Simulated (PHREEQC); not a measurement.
Make-up at 10 °C: 83 mmol/kgw HCl, 43 mmol/kgw FeSO4 and 0.036 mmol/kgw MgSO4. Closed to the air; pH follows from the charge balance.

All values are PHREEQC results (ion-association model, phreeqc.dat), not measurements.

Precipitation was switched off in this run.

Problem. Order these S species by the share of S that they hold, largest first: FeSO4, FeHSO4+, SO4-2, HSO4-.

Solution. HSO4- (47 %), SO4-2 (32 %), FeSO4 (15 %), FeHSO4+ (6.4 %)

The pH is 1.31 and the ionic strength 0.176 mol/kgw. Species that the database lacks are ignored. Constants without temperature data keep their 25 °C values here.
